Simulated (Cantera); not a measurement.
Cantera run:

```python
import numpy as np
import cantera as ct

gas_names = """
    CL CL2 H HCL H2 N NH NH2 NH3 N2 N2H2 N2H4 Si SiCL SiCL2 SiCL3 SiCL4 SiH SiHCL3 SiH2 SiH2CL2 SiH3
    SiH3CL SiH4 SiN Si2 Si2N Si3
""".split()
cond_names = """
    NH4CL(a) NH4CL(b) Si(cr) Si(L) Si3N4(a)
""".split()


def load(file, names, dense=False):
    # The tables refer to 1 bar. Condensed volumes are neglected.
    table = {s.name: s for s in ct.Species.list_from_file(file)}
    out = []
    for n in names:
        d = dict(table[n].input_data)
        d["thermo"] = dict(d["thermo"], **{"reference-pressure": 1e5})
        if dense:
            d["equation-of-state"] = {"model": "constant-volume", "density": "1e6 g/cm^3"}
        out.append(ct.Species.from_dict(d))
    return out


gas = ct.Solution(thermo="ideal-gas", species=load("nasa_gas.yaml", gas_names))
cond = {s.name: ct.Solution(thermo="fixed-stoichiometry", species=[s], name=s.name)
        for s in load("nasa_condensed.yaml", cond_names, dense=True)}
atoms = {
    'SiH4': {'Si': 1, 'H': 4},
    'Cl2': {'CL': 2},
    'N2': {'N': 2},
}
top_T = {'Si3N4(a)': 2400}  # K; cautious upper limits of use, not melting points


def equilibrate(T, P, feed):
    n = {}
    for name, mol in feed.items():
        for a, k in atoms[name].items():
            n[a] = n.get(a, 0.0) + k * mol
    gas.TPX = T, P, n
    mass = sum(n.values()) * gas.mean_molecular_weight
    gas.equilibrate("TP")
    valid = [c for c in cond.values() if c.min_temp <= T <= top_T.get(c.name, c.max_temp)]
    mix = ct.Mixture([(gas, mass / gas.mean_molecular_weight)] + [(c, 0.0) for c in valid])
    mix.T, mix.P = T, P
    mix.equilibrate("TP", solver="vcs", rtol=1e-11, max_steps=5000)
    return mix


results = []
feed = {'SiH4': 1, 'Cl2': 0.74, 'N2': 66}  # mol
T = 1373  # K
P = 133.322  # Pa
mix = equilibrate(T, P, feed)
results.append((T, P, feed, dict(zip(mix.species_names, mix.species_moles))))
print(gas.report(threshold=0.001))
for i in range(1, mix.n_phases):
    print(f"{mix.phase(i).name:16s} {mix.phase_moles(i):12.5e} mol")
```

It prints:

```
       temperature   1373 K
          pressure   133.32 Pa
           density   0.00032404 kg/m^3
  mean mol. weight   27.746 kg/kmol
   phase of matter   gas

                          1 kg             1 kmol
                     ---------------   ---------------
          enthalpy        1.1523e+06        3.1971e+07  J
   internal energy        7.4084e+05        2.0555e+07  J
           entropy             10607        2.9431e+05  J/K
    Gibbs function       -1.3411e+07       -3.7212e+08  J
 heat capacity c_p            1235.8             34290  J/K
 heat capacity c_v            936.19             25976  J/K

                      mass frac. Y      mole frac. X     chem. pot. / RT
                     ---------------   ---------------   ---------------
               HCL          0.025728           0.01958           -43.781
                H2         0.0014214          0.019563           -28.903
                N2           0.96905           0.95979           -32.405
             SiCL2          0.003606         0.0010108            -67.05
     [  +24 minor]        0.00019618        5.9776e-05

Si(cr)            0.00000e+00 mol
Si3N4(a)          3.09554e-01 mol
```

These are equilibrium values from Cantera (NASA tables, ideal gas, pure condensed phases), not measurements of a reactor. N2 is the only nitrogen source here; it is nearly inert below about 1500 K, so the nitride shown seldom forms there in practice. The tables' values for SiCl3 are old estimates; treat these amounts as uncertain.
